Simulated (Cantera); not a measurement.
A closed system holds: 1 mol SiC, 0.013 mol O2, 340 mol H2, held at 1.40 bar.

These are equilibrium values from Cantera (NASA tables, ideal gas, pure condensed phases), not measurements of a reactor. Candidate condensed phases: C, C6H6, C7H8, C8H18, H2O, Si, SiC, SiO2; 123 gas species. Rates play no part. All values below are at 1725 K.

Base state: H2 1.000, H 0.000157, SiO 5.88e-5, CH4 5.07e-5, CO 1.74e-5 (mole fractions); condensed: SiC(s).

Task: What changes in the equilibrium state with this change: pressure from 1.40 bar to 4.80 mbar?

Result: 
```json
[
 {"species": "H2", "before": "1.000", "after": "0.997"},
 {"species": "H", "before": "0.000157", "after": "0.00268"},
 {"species": "CO", "before": "1.74e-5", "after": "5.60e-5"},
 {"species": "CH4", "before": "5.07e-5", "after": "5.26e-7"},
 {"species": "Si", "before": "3.37e-7", "after": "3.23e-5"},
 {"species": "SiO", "before": "5.88e-5", "after": "2.04e-5"},
 {"species": "SiC(s), mol", "before": "0.977", "after": "0.980"}
]
```
